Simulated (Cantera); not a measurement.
A closed system holds: 1 mol Pb, 0.09 mol H₂, 4.7 mol N₂, held at 1.33 mbar.

Method: chemical equilibrium by Gibbs-energy minimisation in Cantera with the NASA 1993 tables (ideal gas, pure condensed phases). Candidate condensed phases: Pb; 11 gas species. Equilibrium is a limit: real reactors are often held back by kinetics, nucleation or transport.

log p: log10 of the partial pressure in bar; n: condensed amount in mol.

```
T (K)  log p N₂  log p Pb  log p H₂  log p Pb₂  log p H  log p NH₃  n Pb(s)  n Pb(l)
-----  --------  --------  --------  ---------  -------  ---------  -------  -------
600       -2.88    -11.29     -4.60       <-14     <-14      -9.72     1.00        0
650       -2.88    -10.03     -4.60       <-14     <-14     -10.07        0     1.00
700       -2.88     -8.95     -4.60       <-14     <-14     -10.37        0    1.000
750       -2.88     -8.02     -4.60       <-14   -14.80     -10.64        0    1.000
800       -2.88     -7.21     -4.60        [?]   -13.84     -10.87        0    1.000
850       -2.88     -6.50     -4.60        [?]   -12.99     -11.08        0    0.999
900       -2.88     -5.86     -4.60        [?]   -12.23     -11.26        0    0.995
950       -2.88     -5.30     -4.60        [?]   -11.56     -11.43        0    0.982
1000      -2.89     -4.79     -4.61        [?]   -10.95     -11.59        0    0.941
1050      -2.90     -4.33     -4.62        [?]   -10.40     -11.75        0    0.827
1100      -2.92     -3.92     -4.64        [?]    -9.91     -11.92        0    0.521
1150      -2.97     -3.64     -4.68        [?]    -9.47     -12.12        0        0
1200      -2.97     -3.64     -4.68        [?]    -9.05     -12.23        0        0
```

Problem. Complete the blanks.

Solution. 
- 800, log p Pb₂: -14.35
- 850, log p Pb₂: -13.15
- 900, log p Pb₂: -12.09
- 950, log p Pb₂: -11.14
- 1000, log p Pb₂: -10.29
- 1050, log p Pb₂: -9.53
- 1100, log p Pb₂: -8.83
- 1150, log p Pb₂: -8.40
- 1200, log p Pb₂: -8.51
